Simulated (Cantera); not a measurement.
A perfectly stirred reactor is fed with H2 : O2 = 0.0072 : 0.67 (molar parts), at 20.0 Torr; it is held at 1075 K, and followed from long to short residence time.

Model: GRI-Mech 3.0 (53 species, 325 reactions), integrated in Cantera. Radical loss at walls, strong at low pressure, is not modelled.

x: mole fraction; the columns are a selection and need not sum to one.

```tsv
τ (s)	x H2	x O2	x H2O	x O	x HO2	x H2O2	x H
29	1.24e-5	0.989	0.0107	___	2.55e-7	1.79e-8	4.92e-7
8.8	2.50e-5	0.989	0.0106	___	4.33e-7	2.47e-8	1.61e-6
2.7	4.87e-5	0.989	0.0106	___	7.07e-7	3.27e-8	5.14e-6
0.84	9.26e-5	0.989	0.0105	___	1.11e-6	4.25e-8	1.59e-5
0.26	0.000176	0.988	0.0103	___	1.71e-6	5.61e-8	4.74e-5
0.079	0.000346	0.987	0.0101	___	2.53e-6	7.74e-8	0.000133
0.024	0.000709	0.985	0.00947	___	3.55e-6	1.13e-7	0.000326
0.0075	0.00151	0.984	0.00836	0.00438	4.56e-6	1.68e-7	0.000621
0.0023	0.00339	0.984	0.00625	0.00415	5.17e-6	2.32e-7	0.000804
0.00071	0.00743	0.987	0.00256	___	4.54e-6	1.53e-7	0.000400
```

Question: Some entries are withheld; supply them.

Answer: 
- 29, x O: 6.85e-5
- 8.8, x O: 0.000149
- 2.7, x O: 0.000314
- 0.84, x O: 0.000636
- 0.26, x O: 0.00123
- 0.079, x O: 0.00219
- 0.024, x O: 0.00343
- 0.00071, x O: 0.00198
